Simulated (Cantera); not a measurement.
## CH3Cl + H2 (fluorocarbon and chlorocarbon gases)

Feed: 1 mol CH3Cl, 8.5 mol H2, equilibrated at 0.533 Torr.

Method: chemical equilibrium by Gibbs-energy minimisation in Cantera with the NASA 1993 tables (ideal gas, pure condensed phases). Candidate condensed phases: C, C6H6, C7H8, C8H18; 91 gas species. Kinetics and transport are ignored.

| T (°C) | log p H2 | log p H | log p HCl | log p Cl | log p C2H2 (acetylene) | log p C2H | log p CH4 | n C(graphite) |
|---|---|---|---|---|---|---|---|---|
| 802 | -3.19 | -9.43 | -4.17 | -10.45 | -11.32 | <-15 | -7.73 | 1.000 |
| 952 | -3.19 | -8.10 | -4.17 | -9.15 | -9.98 | <-15 | -8.27 | 1.000 |
| 1102 | -3.19 | -7.06 | -4.17 | -8.12 | -8.94 | <-15 | -8.69 | 1.000 |
| 1252 | -3.19 | -6.22 | -4.17 | -7.30 | -8.11 | -13.80 | -9.03 | 1.000 |
| 1402 | -3.19 | -5.53 | -4.17 | -6.62 | -7.43 | -12.07 | -9.31 | 0.999 |
| 1552 | -3.20 | -4.96 | -4.18 | -6.05 | -6.87 | -10.64 | -9.55 | 0.996 |
| 1702 | -3.21 | -4.47 | -4.20 | -5.58 | -6.40 | -9.42 | -9.77 | 0.988 |
| 1852 | -3.25 | -4.07 | -4.25 | -5.19 | -6.03 | -8.40 | -10.01 | 0.970 |
| 2002 | -3.33 | -3.74 | -4.34 | -4.89 | -5.75 | -7.53 | -10.31 | 0.937 |
log p: log10 of the partial pressure in bar; n: condensed amount in mol.

From 802 °C to 2002 °C the condensed part is C(graphite). The main C-bearing gas is CH4 at 802 °C and C2H2 (acetylene) at 2002 °C.
